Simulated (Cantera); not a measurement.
Input: 1 mol c-C₄F₈, 0.11 mol F₂, 0.022 mol HCl, equilibrated at 0.105 Torr.

Cantera equilibrium calculation (NASA polynomials, part measured and part estimated; ideal gas, pure solids and liquids). Candidate condensed phases: C, C₆H₆, C₇H₈, C₈H₁₈; 118 gas species. The feed counts by its element totals alone. Gases not in the tables: C₂F₆ and larger saturated fluorocarbons. Kinetics and transport are ignored.

Which condensed phases are stable at each of these points (T (°C)): 1850, 1950, 2050, 2150, 2250, 2350, 2450, 2550, 2650, 2750, 2850?


```json
[
 {"T (°C)": "1850", "condensed phases": "C(graphite)", "C condensed (%)": "62.8"},
 {"T (°C)": "1950", "condensed phases": "C(graphite)", "C condensed (%)": "77.9"},
 {"T (°C)": "2050", "condensed phases": "C(graphite)", "C condensed (%)": "86.5"},
 {"T (°C)": "2150", "condensed phases": "C(graphite)", "C condensed (%)": "89.4"},
 {"T (°C)": "2250", "condensed phases": "C(graphite)", "C condensed (%)": "87.1"},
 {"T (°C)": "2350", "condensed phases": "C(graphite)", "C condensed (%)": "73.5"},
 {"T (°C)": "2450", "condensed phases": "C(graphite)", "C condensed (%)": "19.3"},
 {"T (°C)": "2550", "condensed phases": "gas only", "C condensed (%)": "0.0"},
 {"T (°C)": "2650", "condensed phases": "gas only", "C condensed (%)": "0.0"},
 {"T (°C)": "2750", "condensed phases": "gas only", "C condensed (%)": "0.0"},
 {"T (°C)": "2850", "condensed phases": "gas only", "C condensed (%)": "0.0"}
]
```

From 1850 °C to 2450 °C the condensed part is C(graphite). From 2550 °C to 2850 °C nothing is condensed.
